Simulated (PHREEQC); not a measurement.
0.5 mol of Bromyrite (AgBr) is brought to equilibrium with 1 kg of water holding 0.01 mol/kgw KCl, at 25 °C under several pressures of CO2. Oxygen is held at 0.21 atm. Solids allowed: Bromyrite, Cerargyrite, Ag2O, Ag2CO3. Others were left out.

Equilibrium calculation in PHREEQC: ion-association model, wateq4f.dat.

```tsv
log pCO2 (atm)	pH	dissolved Ag (mol/kgw)	dissolved Br (mol/kgw)	Cerargyrite (mol)	CO2 (mol/kgw)
-5	6.39	6.96e-7	3.01e-5	2.94e-5	3.40e-7
-4.5	6.15	6.96e-7	3.01e-5	2.94e-5	1.07e-6
-4	5.91	6.96e-7	3.01e-5	2.94e-5	3.40e-6
-3.5	5.66	6.96e-7	3.01e-5	2.94e-5	1.07e-5
-3	5.41	6.96e-7	3.01e-5	2.94e-5	3.40e-5
-2.5	5.16	6.96e-7	3.01e-5	2.94e-5	0.000107
-2	4.91	6.96e-7	3.01e-5	2.94e-5	0.000340
-1.5	4.66	6.96e-7	3.01e-5	2.94e-5	0.00107
-1	4.41	6.96e-7	3.01e-5	2.94e-5	0.00340
-0.5	4.16	6.96e-7	3.01e-5	2.94e-5	0.0107
0	3.91	6.96e-7	3.01e-5	2.94e-5	0.0340
```
